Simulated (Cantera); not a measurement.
A perfectly stirred reactor is fed with CH₄ : O₂ : N₂ = 0.0091 : 0.0037 : 1 (molar parts), at 2.00 bar; it is held at 1475 K, and followed from long to short residence time.

Model: GRI-Mech 3.0 (53 species, 325 reactions), integrated in Cantera.

What does this change do: N2 1 to 1.6 parts?


```
quantity                  before     after
-----------------------  -------  --------
x(CH₄) at τ = 25.0 s     0.00167   0.00108
x(O₂) at τ = 25.0 s      1.39e-5   1.12e-5
x(CH₂CO) at τ = 25.0 s   4.59e-7   2.92e-7
x(CH₃) at τ = 25.0 s     3.45e-6   2.86e-6
x(NO) at τ = 25.0 s      1.47e-9   2.75e-9
x(CH₄) at τ = 0.150 s    0.00494   0.00323
x(O₂) at τ = 0.150 s     0.00103  0.000789
x(CH₂CO) at τ = 0.150 s  8.87e-6   4.56e-6
x(CH₃) at τ = 0.150 s    2.55e-5   2.07e-5
x(NO) at τ = 0.150 s     4.34e-9   4.97e-9
```

What does this change do: pressure from 2.00 bar to 1.01 bar?


| quantity | before | after |
|---|---|---|
| x(CH₄) at τ = 25.0 s | 0.00167 | 0.00169 |
| x(O₂) at τ = 25.0 s | 1.39e-5 | 1.92e-5 |
| x(CH₂CO) at τ = 25.0 s | 4.59e-7 | 6.70e-7 |
| x(CH₃) at τ = 25.0 s | 3.45e-6 | 5.24e-6 |
| x(NO) at τ = 25.0 s | 1.47e-9 | 3.07e-9 |
| x(CH₄) at τ = 0.150 s | 0.00494 | 0.00487 |
| x(O₂) at τ = 0.150 s | 0.00103 | 0.00118 |
| x(CH₂CO) at τ = 0.150 s | 8.87e-6 | 1.11e-5 |
| x(CH₃) at τ = 0.150 s | 2.55e-5 | 3.86e-5 |
| x(NO) at τ = 0.150 s | 4.34e-9 | 5.57e-9 |
